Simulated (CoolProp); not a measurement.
A single-stage vapour-compression cycle with CH3F (R41): evaporating at 229.15 K (dew point), condensing at 286.15 K (bubble point), superheat 0 K, subcooling 0 K, compressor efficiency 0.75, no pressure losses. Each further row changes one setting.

Values from CoolProp's reference Helmholtz-energy equation of state, Lemmon 2006. It is a short technical equation, of lower accuracy than the large ones.

| case | cooling COP | pressure ratio | discharge temperature (K) | refrigerating effect (kJ/kg) | volumetric capacity (kJ/m³) |
|---|---|---|---|---|---|
| as stated | 2.10 | 5.80 | 367.7 | 295 | 2940 |
| evaporating temperature 234.15 K | 2.41 | 4.80 | 357.4 | 297 | 3550 |
| condensing temperature 281.15 K | 2.40 | 5.11 | 356.3 | 309 | 3080 |
| subcooling 5 K | 2.20 | 5.80 | 367.7 | 310 | 3080 |
| superheat 10 K | 2.06 | 5.80 | 383.7 | 310 | 2890 |
| compressor efficiency 0.65 | 1.82 | 5.80 | 382.3 | 295 | 2940 |
